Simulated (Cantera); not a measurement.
A perfectly stirred reactor is fed with CH4 : O2 : N2 = 1 : 1.18 : 4.42 (molar parts), equivalence ratio 1.7, at 0.320 bar; it is adiabatic with a 350 K inlet, and is followed from long to short residence time, starting on the burning branch (τ in s: 0.3, 0.11, 0.039, 0.014, 0.005, 0.0018, 0.00065, 0.00023, 8.4e-05, 3e-05, 1.1e-05, 3.9e-06).

Cantera simulation using GRI-Mech 3.0 (53 species, 325 reactions); the numbers are that mechanism's predictions, not measurements.

Problem. What does this change do: N2 4.42 to 6.8 parts?

Solution. 
```tsv
quantity	before	after
blow-out, bracketed by the residence times tried	burning at 5.00 ms, out at 1.80 ms	burning at 0.110 s, out at 39.0 ms
x(CH4) at τ = 0.300 s	0.00307	0.00836
x(O2) at τ = 0.300 s	0.000325	0.00216
x(O) at τ = 0.300 s	5.12e-7	4.34e-7
x(CO) at τ = 0.300 s	0.0926	0.0531
x(HCN) at τ = 0.300 s	7.40e-5	2.83e-6
x(CH4) at τ = 0.650 ms	0.152	0.111
x(O2) at τ = 0.650 ms	0.179	0.131
x(O) at τ = 0.650 ms	<1e-12	<1e-12
x(CO) at τ = 0.650 ms	<1e-12	<1e-12
x(HCN) at τ = 0.650 ms	<1e-12	<1e-12
```

Problem. What does this change do: N2 4.42 to 7 parts?

Solution. 
```tsv
quantity	before	after
blow-out, bracketed by the residence times tried	burning at 5.00 ms, out at 1.80 ms	burning at 0.110 s, out at 39.0 ms
x(CH4) at τ = 0.300 s	0.00307	0.00869
x(O2) at τ = 0.300 s	0.000325	0.00247
x(O) at τ = 0.300 s	5.12e-7	4.46e-7
x(CO) at τ = 0.300 s	0.0926	0.0519
x(HCN) at τ = 0.300 s	7.40e-5	2.07e-6
x(CH4) at τ = 0.650 ms	0.152	0.109
x(O2) at τ = 0.650 ms	0.179	0.129
x(O) at τ = 0.650 ms	<1e-12	<1e-12
x(CO) at τ = 0.650 ms	<1e-12	<1e-12
x(HCN) at τ = 0.650 ms	<1e-12	<1e-12
```
